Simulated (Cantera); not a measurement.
Source: NASA polynomial tables (part measured, part estimated), evaluated in Cantera. Values are per mole of reaction as written; species without (g) are pure solids or liquids, kept so even where they would boil at 1 bar. TaC: taken at fixed stoichiometry.

Task: Between 550 and 850 K, where is each reaction favourable under standard conditions?
- HCN(g) + C₂H₂(g) + 3 Ta ⇌ NH₃(g) + 3 TaC

Result: 
- HCN(g) + C₂H₂(g) + 3 Ta ⇌ NH₃(g) + 3 TaC: ΔG° is -727 kJ at 550 K and -664 kJ at 850 K; it stays negative (K > 1). ΔH° is -841 kJ and ΔS° -208 J/K at 850 K.
